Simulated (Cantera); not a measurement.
## Low-pressure radical oxidation in H2/O2

An isothermal, constant-pressure homogeneous reactor starts with H₂ : O₂ = 0.028 : 1 (molar parts), equivalence ratio 0.014, at 1398 K and 0.0207 atm.

Detailed kinetics in Cantera: the H2/O2 subset of GRI-Mech 3.0, which has no nitrogen chemistry. Radical loss at walls, strong at low pressure, is not modelled.

```tsv
t (s)	x H₂	x O₂	x O	x H₂O	x HO₂
1.00e-5	0.0272	0.973	2.89e-9	1.76e-10	9.49e-9
2.46e-5	0.0272	0.973	1.33e-8	2.06e-9	2.34e-8
6.06e-5	0.0272	0.973	5.53e-8	2.09e-8	5.75e-8
0.000149	0.0272	0.973	2.89e-7	2.25e-7	1.42e-7
0.000367	0.0272	0.973	4.63e-6	5.36e-6	3.53e-7
0.000904	0.0235	0.970	0.00215	0.00265	1.68e-6
0.00223	0.000288	0.948	0.0217	0.0243	1.72e-6
0.00548	0.000257	0.950	0.0207	0.0245	1.67e-6
0.0135	0.000229	0.952	0.0182	0.0248	1.59e-6
0.0332	0.000175	0.957	0.0137	0.0254	1.41e-6
0.0817	9.97e-5	0.964	0.00763	0.0261	1.07e-6
0.201	3.77e-5	0.969	0.00283	0.0268	6.14e-7
0.495	9.97e-6	0.971	0.000739	0.0273	2.54e-7
1.22	2.28e-6	0.972	0.000168	0.0274	8.86e-8
3.00	5.50e-7	0.972	4.05e-5	0.0275	4.40e-8
```
x: mole fraction; the columns are a selection and need not sum to one.

Equilibrium at this temperature and pressure: H₂ 8.51e-8, O₂ 0.972, O 6.28e-6, H₂O 0.0276, HO₂ 5.61e-8 (gas phase only).
